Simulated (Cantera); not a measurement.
Mixture: CH₄ : C₂H₆ : O₂ : N₂ = 1 : 0.059 : 1.1 : 5.19 (molar parts), equivalence ratio 2.0, at 5700 Torr, adiabatic and at constant pressure. Ignition delay is the time to a rise of 400 K.

Cantera simulation using GRI-Mech 3.0 (53 species, 325 reactions); the numbers are that mechanism's predictions, not measurements.

Problem. What does this change do: pressure from 5700 Torr to 25500 Torr?

Solution. 
```json
[
 {"quantity": "delay at 1000 K", "before": "29.5 ms", "after": "8.47 ms"},
 {"quantity": "delay at 1200 K", "before": "2.79 ms", "after": "0.561 ms"},
 {"quantity": "delay at 1400 K", "before": "0.415 ms", "after": "99.5 µs"},
 {"quantity": "delay at 1600 K", "before": "66.4 µs", "after": "20.6 µs"},
 {"quantity": "delay at 1800 K", "before": "14.4 µs", "after": "4.91 µs"},
 {"quantity": "apparent activation energy between 1700 and 1900 K", "before": "180 kJ/mol", "after": "180 kJ/mol"}
]
```
The pressure lies above the range GRI-Mech 3.0 was tuned for (to about 10 atm).
